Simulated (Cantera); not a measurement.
Feed: 1 mol SiO₂, 4.6 mol CH₄, 0.3 mol N₂, at 2425 K and 750 Torr.

Cantera equilibrium calculation (NASA polynomials, part measured and part estimated; ideal gas, pure solids and liquids). Candidate condensed phases: C, C₆H₆, C₇H₈, C₈H₁₈, H₂O, Si, SiC, SiO₂, Si₂N₂O, Si₃N₄; 151 gas species. Gases not in the tables: Si₂H₆ and higher silanes. Kinetics and transport are ignored.

Task: What is the equilibrium state?

Result: 
```
Item                                 Result
--------------------------------  ---------
x(H₂)                                 0.775
x(CO)                                 0.169
x(N₂)                                0.0217
x(H)                                 0.0158
x(HCN)                              0.00756
x(C₂H₂ (acetylene))                 0.00605
x(SiO)                              0.00353
x(HNC)                             0.000810
x(Si)                              0.000532
n(C(graphite))                     1.45 mol
n(SiC(s))                         0.947 mol
gas amount                        11.60 mol
log10 activity of Si(l) (absent)      -0.70
```
